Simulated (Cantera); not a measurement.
Charge: 1 mol Fe, 0.15 mol O2, 3.8 mol N2, held at 10.0 mbar.

Method: chemical equilibrium by Gibbs-energy minimisation in Cantera with the NASA 1993 tables (ideal gas, pure condensed phases). Candidate condensed phases: Fe, FeO, Fe2O3, Fe3O4; 11 gas species. Each liquid is taken as pure. Mutual solubility and eutectic melting of coexisting phases are not modelled. The tables' stoichiometric FeO is somewhat more stable than real wüstite, so its field is too wide. FeO: taken at fixed stoichiometry. Equilibrium is a limit: real reactors are often held back by kinetics, nucleation or transport.

Question: Which condensed phases are stable at each of these points (T (K)): 1723, 1748, 1773, 1798, 1823, 1848, 1873, 1898, 1923, 1948, 1973?

Answer: 
| T (K) | condensed phases | Fe condensed (%) |
|---|---|---|
| 1723 | Fe(δ) + FeO(l) | 99.7 |
| 1748 | Fe(δ) + FeO(l) | 99.5 |
| 1773 | Fe(δ) + FeO(l) | 99.2 |
| 1798 | Fe(δ) + FeO(l) | 98.9 |
| 1823 | Fe(l) + FeO(l) | 98.4 |
| 1848 | Fe(l) + FeO(l) | 97.8 |
| 1873 | Fe(l) + FeO(l) | 97.0 |
| 1898 | Fe(l) + FeO(l) | 95.8 |
| 1923 | Fe(l) + FeO(l) | 94.2 |
| 1948 | Fe(l) + FeO(l) | 92.2 |
| 1973 | Fe(l) + FeO(l) | 89.4 |

From 1723 K to 1798 K the condensed part is Fe(δ) + FeO(l). From 1823 K to 1973 K the condensed part is Fe(l) + FeO(l).
